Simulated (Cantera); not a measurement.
An isothermal plug-flow reactor at 1225 K and 1.00 bar (inlet), inlet velocity 2.7 m/s, active area per volume 330 1/m; feed CH4 : O2 : N2 = 0.0056 : 0.024 : 0.79 (molar parts), equivalence ratio 0.47.

Detailed kinetics in Cantera: Deutschmann's 1995 Pt surface mechanism with GRI-Mech 3.0 gas chemistry. Catalytic surfaces can have several steady states; this one follows from the mechanism file's or the stated starting coverage. Mass transfer to the wall is taken as infinitely fast.

Task: What does this change do: temperature 1225 to 1100 K?

Result: 
| quantity | before | after |
|---|---|---|
| x(CH4) at z = 0.014 m | 0.00155 | 0.00359 |
| x(O2) at z = 0.014 m | 0.0189 | 0.0228 |
| x(H2O) at z = 0.014 m | 0.0104 | 0.00645 |
| x(CO2) at z = 0.014 m | 0.00515 | 0.00322 |
| x(CO) at z = 0.014 m | 3.25e-6 | 3.84e-6 |
| θ(free Pt) at the exit | 0.569 | 0.409 |
| θ(O*) at the exit | 0.430 | 0.590 |
| θ(OH*) at the exit | 0.00119 | 0.00130 |

Task: What does this change do: inlet velocity 2.7 to 1.4 m/s?

Result: 
```json
[
 {"quantity": "x(CH4) at z = 0.014 m", "before": "0.00155", "after": "0.000345"},
 {"quantity": "x(O2) at z = 0.014 m", "before": "0.0189", "after": "0.0166"},
 {"quantity": "x(H2O) at z = 0.014 m", "before": "0.0104", "after": "0.0127"},
 {"quantity": "x(CO2) at z = 0.014 m", "before": "0.00515", "after": "0.00631"},
 {"quantity": "x(CO) at z = 0.014 m", "before": "3.25e-6", "after": "8.69e-7"},
 {"quantity": "θ(free Pt) at the exit", "before": "0.569", "after": "0.576"},
 {"quantity": "θ(O*) at the exit", "before": "0.430", "after": "0.423"},
 {"quantity": "θ(OH*) at the exit", "before": "0.00119", "after": "0.00131"}
]
```
